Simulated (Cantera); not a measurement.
A perfectly stirred reactor is fed with 16.4 % CH₃OH, 17.5 % O₂, 66.1 % N₂, at 3750 Torr; it is adiabatic with a 573 K inlet, and is followed from long to short residence time, starting on the burning branch (τ in s: 0.022, 0.01, 0.0045, 0.002, 0.00091, 0.00041, 0.00018, 8.3e-05, 3.7e-05).

Model: GRI-Mech 3.0 (53 species, 325 reactions), integrated in Cantera. GRI-Mech 3.0 was tuned for natural gas; its chemistry of methanol as a main component is partial and can be far from experiment.

Q: Predict: blow-out, bracketed by the residence times tried; x(CH₃OH) at τ = 22.0 ms; x(O₂) at τ = 22.0 ms; x(CH₄) at τ = 22.0 ms; x(H) at τ = 22.0 ms; x(NO₂) at τ = 22.0 ms; x(CH₃OH) at τ = 0.910 ms; x(O₂) at τ = 0.910 ms; x(CH₄) at τ = 0.910 ms; x(H) at τ = 0.910 ms; x(NO₂) at τ = 0.910 ms.

A: 
| Property | Result |
|---|---|
| blow-out, bracketed by the residence times tried | burning at 37.0 µs, the shortest tried |
| x(CH₃OH) at τ = 22.0 ms | 1.96e-6 |
| x(O₂) at τ = 22.0 ms | 9.40e-5 |
| x(CH₄) at τ = 22.0 ms | 6.88e-6 |
| x(H) at τ = 22.0 ms | 0.00121 |
| x(NO₂) at τ = 22.0 ms | 2.35e-9 |
| x(CH₃OH) at τ = 0.910 ms | 1.52e-5 |
| x(O₂) at τ = 0.910 ms | 0.000810 |
| x(CH₄) at τ = 0.910 ms | 9.56e-6 |
| x(H) at τ = 0.910 ms | 0.00424 |
| x(NO₂) at τ = 0.910 ms | 6.75e-9 |
